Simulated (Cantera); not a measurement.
## Diamond growth

A diamond (100) surface in a fixed gas of H2 with x(CH4) = 0.025, x(CH3) = 4.9e-05, at 1200 K, 143 Torr; coverages are run to steady state.

Computed with Cantera and the Harris–Goodwin 1993 mechanism for the reconstructed diamond (100) surface.

| x(H) | growth (µm/h) | θ c6HH | θ c6H* | θ c6*H | θ c6** | θ c6HM |
|---|---|---|---|---|---|---|
| 0.0001 | 0.240 | 0.614 | 0.0273 | 0.349 | 0.00513 | 0.00175 |
| 0.00022 | 0.599 | 0.535 | 0.0326 | 0.417 | 0.0106 | 0.00222 |
| 0.00046 | 1.23 | 0.489 | 0.0355 | 0.454 | 0.0168 | 0.00249 |
| 0.001 | 2.36 | 0.462 | 0.0371 | 0.474 | 0.0226 | 0.00248 |
| 0.0022 | 4.05 | 0.448 | 0.0379 | 0.484 | 0.0267 | 0.00210 |
| 0.0046 | 5.90 | 0.442 | 0.0383 | 0.488 | 0.0290 | 0.00153 |
| 0.01 | 7.66 | 0.439 | 0.0387 | 0.490 | 0.0303 | 0.000937 |
| 0.022 | 8.91 | 0.438 | 0.0393 | 0.491 | 0.0311 | 0.000501 |
| 0.046 | 9.63 | 0.437 | 0.0404 | 0.491 | 0.0316 | 0.000261 |
θ: site fractions in the mechanism's names (c6HH fully hydrogenated, c6H* and c6*H radical sites, c6** diradical, c6HM methylated).
